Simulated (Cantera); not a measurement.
Cantera run:

```python
import numpy as np
import cantera as ct

gas_names = """
    H HO2 H2 H2O H2O2 O OH O2 O3 Ta TaO TaO2
""".split()
cond_names = """
    H2O(s) H2O(L) Ta(cr) Ta(L) Ta2O5(s) Ta2O5(L)
""".split()


# ... load() reads the species with a 1 bar reference pressure and builds the phases ...
atoms = {
    'Ta2O5': {'Ta': 2, 'O': 5},
    'H2': {'H': 2},
    'H2O': {'H': 2, 'O': 1},
}
top_T = {}  # K; cautious upper limits of use, not melting points


# ... equilibrate(T, P, feed) seeds the gas with the atoms and calls Mixture.equilibrate('TP', solver="vcs", rtol=1e-11, max_steps=5000) ...
results = []
feed = {'Ta2O5': 1, 'H2': 0.42, 'H2O': 1.3}  # mol
P = 170000  # Pa
for T in [823, 973, 1123, 1273, 1423, 1573, 1723, 1873, 2023, 2173]:
    mix = equilibrate(T, P, feed)
    results.append((T, P, feed, dict(zip(mix.species_names, mix.species_moles))))
    x = sorted(zip(gas.X, gas.species_names), reverse=True)
    print(f"T = {T:g} K  P = {P:g} Pa  gas = {mix.phase_moles(0):.4g} mol")
    print("   x: " + "  ".join(f"{s} {v:.3e}" for v, s in x if v > 0.0001))
    print("   condensed (mol): " + ("  ".join(f"{mix.phase(i).name} {mix.phase_moles(i):.4g}"
          for i in range(1, mix.n_phases) if mix.phase_moles(i) > 1e-12) or "none"))
```

Result:

```
T = 823 K  P = 170000 Pa  gas = 1.72 mol
   x: H2O 7.558e-01  H2 2.442e-01
   condensed (mol): Ta2O5(s) 1
T = 973 K  P = 170000 Pa  gas = 1.72 mol
   x: H2O 7.558e-01  H2 2.442e-01
   condensed (mol): Ta2O5(s) 1
T = 1123 K  P = 170000 Pa  gas = 1.72 mol
   x: H2O 7.558e-01  H2 2.442e-01
   condensed (mol): Ta2O5(s) 1
T = 1273 K  P = 170000 Pa  gas = 1.72 mol
   x: H2O 7.558e-01  H2 2.442e-01
   condensed (mol): Ta2O5(s) 1
T = 1423 K  P = 170000 Pa  gas = 1.72 mol
   x: H2O 7.558e-01  H2 2.442e-01
   condensed (mol): Ta2O5(s) 1
T = 1573 K  P = 170000 Pa  gas = 1.72 mol
   x: H2O 7.558e-01  H2 2.442e-01
   condensed (mol): Ta2O5(s) 1
T = 1723 K  P = 170000 Pa  gas = 1.72 mol
   x: H2O 7.558e-01  H2 2.441e-01
   condensed (mol): Ta2O5(s) 1
T = 1873 K  P = 170000 Pa  gas = 1.72 mol
   x: H2O 7.556e-01  H2 2.441e-01  H 2.445e-04
   condensed (mol): Ta2O5(s) 1
T = 2023 K  P = 170000 Pa  gas = 1.721 mol
   x: H2O 7.552e-01  H2 2.438e-01  H 7.192e-04  OH 2.320e-04
   condensed (mol): Ta2O5(s) 1
T = 2173 K  P = 170000 Pa  gas = 1.722 mol
   x: H2O 7.541e-01  H2 2.433e-01  H 1.826e-03  OH 7.575e-04
   condensed (mol): Ta2O5(L) 1
```

Equilibrium computed with Cantera from the NASA thermochemical tables; the gas is ideal and each condensed phase is pure.
